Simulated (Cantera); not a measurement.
Charge: 1 mol Fe3O4, 12 mol H2, 0.24 mol H2O, held at 1.10 bar.

These are equilibrium values from Cantera (NASA tables, ideal gas, pure condensed phases), not measurements of a reactor. Candidate condensed phases: Fe, FeO, Fe(OH)2, Fe(OH)3, Fe2O3, Fe3O4, H2O; 12 gas species. Mutual solubility and eutectic melting of coexisting phases are not modelled. The tables' stoichiometric FeO is somewhat more stable than real wüstite, so its field is too wide. FeO: taken at fixed stoichiometry. Rates play no part.

x: gas mole fraction; n: condensed amount in mol.

```json
[
 {"T (°C)": "825", "x H2": "0.816", "x H2O": "0.184", "x H": "2.13e-8", "x Fe(OH)2": "1.44e-8", "n Fe(α)": "1.01", "n FeO(s)": "1.99", "n Fe(γ)": "0", "n Fe(δ)": "0", "n FeO(l)": "0"},
 {"T (°C)": "900", "x H2": "0.792", "x H2O": "0.208", "x H": "1.00e-7", "x Fe(OH)2": "5.80e-8", "n Fe(α)": "1.31", "n FeO(s)": "1.69", "n Fe(γ)": "0", "n Fe(δ)": "0", "n FeO(l)": "0"},
 {"T (°C)": "975", "x H2": "0.768", "x H2O": "0.232", "x H": "3.90e-7", "x Fe(OH)2": "1.96e-7", "n Fe(α)": "0", "n FeO(s)": "1.40", "n Fe(γ)": "___", "n Fe(δ)": "0", "n FeO(l)": "0"},
 {"T (°C)": "1050", "x H2": "0.747", "x H2O": "0.253", "x H": "1.31e-6", "x Fe(OH)2": "5.74e-7", "n Fe(α)": "0", "n FeO(s)": "1.14", "n Fe(γ)": "___", "n Fe(δ)": "0", "n FeO(l)": "0"},
 {"T (°C)": "1125", "x H2": "0.728", "x H2O": "0.272", "x H": "3.85e-6", "x Fe(OH)2": "1.48e-6", "n Fe(α)": "0", "n FeO(s)": "0.907", "n Fe(γ)": "___", "n Fe(δ)": "0", "n FeO(l)": "0"},
 {"T (°C)": "1200", "x H2": "0.711", "x H2O": "0.289", "x H": "1.02e-5", "x Fe(OH)2": "3.46e-6", "n Fe(α)": "0", "n FeO(s)": "0.698", "n Fe(γ)": "___", "n Fe(δ)": "0", "n FeO(l)": "0"},
 {"T (°C)": "1275", "x H2": "0.695", "x H2O": "0.305", "x H": "2.45e-5", "x Fe(OH)2": "7.39e-6", "n Fe(α)": "0", "n FeO(s)": "0.512", "n Fe(γ)": "2.49", "n Fe(δ)": "0", "n FeO(l)": "0"},
 {"T (°C)": "1350", "x H2": "0.682", "x H2O": "0.318", "x H": "5.44e-5", "x Fe(OH)2": "1.46e-5", "n Fe(α)": "0", "n FeO(s)": "0.347", "n Fe(γ)": "2.65", "n Fe(δ)": "0", "n FeO(l)": "0"},
 {"T (°C)": "1425", "x H2": "0.681", "x H2O": "0.319", "x H": "0.000114", "x Fe(OH)2": "2.50e-5", "n Fe(α)": "0", "n FeO(s)": "0", "n Fe(γ)": "___", "n Fe(δ)": "2.67", "n FeO(l)": "0.330"}
]
```

Question: What belongs in the gaps?

Answer: 
- 975, n Fe(γ): 1.60
- 1050, n Fe(γ): 1.86
- 1125, n Fe(γ): 2.09
- 1200, n Fe(γ): 2.30
- 1425, n Fe(γ): 0
